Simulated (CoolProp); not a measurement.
R1132(E) along the isobar 5.32 MPa: Z from the reference equation and from simpler models built on Tc = 348.8 K, pc = 5.174 MPa, ω = 0.245; each cubic takes its own stable root.

The numbers come from the reference Helmholtz-energy equation of state, Akasaka 2024 in CoolProp.

```
T (K)          phase  reference
-----  -------------  ---------
285           liquid     0.1462
295.5         liquid     0.1461
305.9         liquid     0.1470
316.4         liquid     0.1493
326.8         liquid     0.1537
337.3         liquid     0.1627
358.2  supercritical     0.5229
368.6  supercritical     0.6127
379.1  supercritical     0.6711
389.5  supercritical     0.7145
400    supercritical     0.7493
```

How far does each simpler model (Soave-Redlich-Kwong, Peng-Robinson) lie from the reference over these 11 states: mean and median of the absolute difference, and the worst?


- Soave-Redlich-Kwong: mean 10.0 %, median 12.0 %, worst +22.7 % at 337.3 K and 5.32 MPa
- Peng-Robinson: mean 2.8 %, median 2.1 %, worst +9.6 % at 337.3 K and 5.32 MPa
